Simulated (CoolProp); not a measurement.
Dimethyl carbonate along the isotherm 326.85 °C: fugacity coefficient from the reference equation and from simpler models built on Tc = 283.9 °C, pc = 4.909 MPa, ω = 0.346; each cubic takes its own stable root.

The numbers come from the reference Helmholtz-energy equation of state, Zhou 2011 in CoolProp.

| p (MPa) | phase | reference |
|---|---|---|
| 0.155 | gas | 0.9915 |
| 0.319 | gas | 0.9825 |
| 0.655 | gas | 0.9643 |
| 1.34 | gas | 0.9276 |
| 2.76 | gas | 0.8535 |
| 5.67 | supercritical | 0.7068 |
| 11.6 | supercritical | 0.4745 |
| 23.9 | supercritical | 0.3312 |
| 49.1 | supercritical | 0.3012 |

Task: How far does each simpler model (van der Waals, Redlich-Kwong, Soave-Redlich-Kwong, Peng-Robinson) lie from the reference over these 9 states: mean and median of the absolute difference, and the worst?

Result: 
- van der Waals: mean 6.6 %, median 1.0 %, worst +41.5 % at 326.85 °C and 49.1 MPa
- Redlich-Kwong: mean 1.3 %, median 0.3 %, worst +6.5 % at 326.85 °C and 49.1 MPa
- Soave-Redlich-Kwong: mean 3.8 %, median 0.6 %, worst +16.3 % at 326.85 °C and 49.1 MPa
- Peng-Robinson: mean 0.8 %, median 0.7 %, worst -2.1 % at 326.85 °C and 5.67 MPa
